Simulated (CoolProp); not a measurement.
Vapour-liquid equilibrium of o-xylene (1) + n-decane (2) at 331 K; x and y are mole fractions of (1).

Values from CoolProp's multi-fluid Helmholtz-energy mixture model, Zhou 2012 and Lemmon 2006; pair parameters Bell 2016.

```
x     bubble pressure, mixture model (kPa)  bubble pressure, Raoult's law (kPa)  y, mixture model  y, Raoult's law
----  ------------------------------------  -----------------------------------  ----------------  ---------------
0.05                                 1.541                                1.539             0.162            0.161
0.2                                  2.092                                2.077             0.480            0.476
0.35                                 2.640                                2.615             0.664            0.662
0.5                                  3.181                                3.152             0.785            0.784
0.65                                 3.713                                3.690             0.870            0.871
0.8                                  4.241                                4.228             0.934            0.936
0.95                                 4.768                                4.766             0.985            0.986
```

The largest gap from Raoult's law is +1.0 % in bubble pressure, at x = 0.35. No azeotrope shows between x = 0.05 and 0.95.

The pair parameters rest on a limited set of measurements; away from them the model extrapolates.
